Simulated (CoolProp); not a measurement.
A Linde-Hampson liquefier for oxygen: isothermal reversible compression at 230 K from 1 atm to 20 MPa, throttling to 1 atm, return gas leaving the recuperator 2 K below the feed. Each further row changes one setting.

The numbers come from the reference Helmholtz-energy equation of state, Schmidt 1985 in CoolProp.

```json
[
 {"case": "as stated", "liquid yield per pass": "0.222", "compression work (kJ/kg of gas)": "297"},
 {"case": "high pressure 40 MPa", "liquid yield per pass": "0.286", "compression work (kJ/kg of gas)": "332"},
 {"case": "warm-end temperature 260 K", "liquid yield per pass": "0.154", "compression work (kJ/kg of gas)": "344"},
 {"case": "warm-end gap 7 K", "liquid yield per pass": "0.212", "compression work (kJ/kg of gas)": "297"}
]
```
